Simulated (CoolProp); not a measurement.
CF4 (R14) along the isotherm 438.5 K: Z from the reference equation and from simpler models built on Tc = 227.4 K, pc = 3.762 MPa, ω = 0.178; each cubic takes its own stable root.

Computed with CoolProp (reference Helmholtz-energy equation of state, Platzer 1990). This equation is an older, rougher fit; its heat capacities, sound speeds and derivatives of the liquid may be far off and weren't checked against measurements.

```tsv
p (MPa)	phase	reference
3.14	gas	0.9879
6.27	supercritical	0.9801
9.41	supercritical	0.9778
12.5	supercritical	0.9823
15.7	supercritical	0.9945
18.8	supercritical	1.014
21.9	supercritical	1.039
25.1	supercritical	1.071
28.2	supercritical	1.105
31.4	supercritical	1.144
34.5	supercritical	1.185
37.6	supercritical	1.226
```

Q: How far does each simpler model (van der Waals, Redlich-Kwong, Soave-Redlich-Kwong, Peng-Robinson) lie from the reference over these 12 states: mean and median of the absolute difference, and the worst?

A: 
- van der Waals: mean 5.7 %, median 5.8 %, worst -9.2 % at 438.5 K and 15.7 MPa
- Redlich-Kwong: mean 5.4 %, median 5.8 %, worst -7.6 % at 438.5 K and 37.6 MPa
- Soave-Redlich-Kwong: mean 2.0 %, median 2.2 %, worst +3.3 % at 438.5 K and 18.8 MPa
- Peng-Robinson: mean 2.5 %, median 1.8 %, worst -5.7 % at 438.5 K and 37.6 MPa
